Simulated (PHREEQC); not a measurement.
1 kg of water holding 9.6 mmol/kgw NaCl, 50 mmol/kgw KCl and 160 mmol/kgw MgSO4 is evaporated at 25 °C; the solids stay in contact with the brine. No CO2 enters from the air. The run lets Arcanite, Bischofite, Bloedite, Brucite, Carnallite, Epsomite, Glaserite, Halite, Hexahydrite, Kainite, Kieserite, Leonite, Mirabilite, Misenite, Schoenite, Sylvite, Thenardite, MgCl2_4H2O precipitate or redissolve, and no other solid.

Equilibrium calculation in PHREEQC: Pitzer model, pitzer.dat.

Predict ionic strength at water left (kg) = 0.6755, 0.2082, 0.02468.


```tsv
water left (kg)	ionic strength
0.6755	1.04
0.2082	3.36
0.02468	11.9
```
